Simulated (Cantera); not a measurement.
Cantera run:

```python
import numpy as np
import cantera as ct

gas_names = """
    CS2 Na
""".split()
cond_names = """
    Na2S(1) Na2S(2) Na2S(L) C(gr) Na(cr) Na(L) S(cr1) S(cr2) S(L)
""".split()


# ... load() reads the species with a 1 bar reference pressure and builds the phases ...
species = {s.name: s for s in load("nasa_gas.yaml", gas_names) + load("nasa_condensed.yaml", cond_names)}
# Each term lists the table entries of one substance; the one whose range holds T is used.
reactions = {
    '2 Na2S + C = CS2(g) + 4 Na':
        [(-2, ['Na2S(1)', 'Na2S(2)', 'Na2S(L)']), (-1, ['C(gr)']), (1, ['CS2']), (4, ['Na(cr)', 'Na(L)'])],
    '2 Na(g) + S = Na2S':
        [(-2, ['Na']), (-1, ['S(cr1)', 'S(cr2)', 'S(L)']), (1, ['Na2S(1)', 'Na2S(2)', 'Na2S(L)'])],
}


def pick(names, T):
    return next(species[n] for n in names if species[n].thermo.min_temp <= T <= species[n].thermo.max_temp)


results = []
for label, terms in reactions.items():
    print(label)
    print("     T/K   dH/kJ  dS/(J/K)   dG/kJ   log10 K")
    for T in [425, 450, 475, 500, 525, 550, 575]:
        used = [(nu, pick(names, T)) for nu, names in terms]
        dH = sum(nu * s.thermo.h(T) for nu, s in used) / 1e6
        dS = sum(nu * s.thermo.s(T) for nu, s in used) / 1e3
        dG = dH - T * dS / 1e3
        logK = -dG * 1e6 / (ct.gas_constant * T * np.log(10))
        results.append((label, T, dH, dS, dG, logK, [s.name for _, s in used]))
        print(f"{T:8g} {dH:8.1f} {dS:8.1f} {dG:8.1f} {logK:8.2f}")
```

Output:

```
2 Na2S + C = CS2(g) + 4 Na
     T/K   dH/kJ  dS/(J/K)   dG/kJ   log10 K
     425    858.5    270.0    743.8   -91.41
     450    858.3    269.6    737.0   -85.55
     475    858.1    269.1    730.3   -80.31
     500    857.9    268.6    723.6   -75.59
     525    857.6    268.0    716.9   -71.32
     550    857.2    267.4    710.2   -67.45
     575    856.9    266.7    703.5   -63.91
2 Na(g) + S = Na2S
     T/K   dH/kJ  dS/(J/K)   dG/kJ   log10 K
     425   -580.9   -243.3   -477.5    58.69
     450   -580.8   -243.1   -471.4    54.72
     475   -580.7   -242.9   -465.4    51.17
     500   -580.6   -242.7   -459.3    47.98
     525   -580.6   -242.5   -453.2    45.09
     550   -580.4   -242.3   -447.2    42.47
     575   -580.2   -242.0   -441.1    40.07
```

Standard-state values (1 bar) from the NASA 1993 polynomials, evaluated with Cantera. Condensed species are held in their standard states even where they would react or evaporate.
